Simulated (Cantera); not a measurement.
A closed system holds: 1 mol Si3N4, 15 mol NF3, 0.63 mol H2, 18 mol H2O, equilibrated at 1923.15 K and 36.8 Torr.

Equilibrium computed with Cantera from the NASA thermochemical tables; the gas is ideal and each condensed phase is pure. The tables' values for SiF3 are old estimates; treat these amounts as uncertain. The tables hold silica as quartz up to 1696 K and as liquid above; real silica turns to tridymite and cristobalite and melts near 1996 K. The numbers say what is thermodynamically allowed, not how fast it happens.

| species | before | after |
|---|---|---|
| F | 9.89e-5 | 0.684 |
| N2 | 0.169 | 0.208 |
| SiF4 | 0.0507 | 0.0658 |
| HF | 0.604 | 0.0390 |
| O2 | 0.140 | 0.00263 |
| H2O | 0.0314 | <1e-9 |
| OH | 0.00149 | 1.91e-9 |
| F2 | <1e-9 | 0.000160 |
| H2 | 5.98e-5 | <1e-9 |
| H | 3.29e-5 | <1e-9 |
| SiF3 | 7.52e-5 | 1.41e-8 |
| O | 0.000613 | 8.39e-5 |
| SiO2(condensed), mol | 0.166 | 0 |
Gas species are given as mole fractions.

Which change was made?
(A) H2O from 18 to 0.26 mol
(B) temperature from 1923.15 K to 1073.15 K
(C) NF3 from 15 to 12 mol
(D) temperature from 1923.15 K to 2075 K

A, H2O from 18 to 0.26 mol
